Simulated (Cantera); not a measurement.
# Nitride etching: BN + Cl2

A closed system holds: 1 mol BN, a varied amount of Cl2, equilibrated at 1025 K and 1.00 bar.

These are equilibrium values from Cantera (NASA tables, ideal gas, pure condensed phases), not measurements of a reactor. Candidate condensed phases: B, BN; 10 gas species. Kinetics and transport are ignored.

| n(Cl2) (mol) | log p Cl2 | log p BCl3 | log p N2 | log p Cl |
|---|---|---|---|---|
| 2.2 | -0.50 | -0.34 | -0.64 | -3.50 |
| 3.4 | -0.25 | -0.53 | -0.83 | -3.38 |
| 5.3 | -0.14 | -0.72 | -1.03 | -3.32 |
| 8.2 | -0.09 | -0.91 | -1.21 | -3.30 |
| 13 | -0.05 | -1.11 | -1.42 | -3.28 |
| 20 | -0.03 | -1.30 | -1.60 | -3.27 |
| 30 | -0.02 | -1.48 | -1.78 | -3.26 |
log p: log10 of the partial pressure in bar; nothing condenses.

From 2.2 mol Cl2 to 30 mol Cl2 nothing is condensed. The main B-bearing gas is BCl3 throughout.
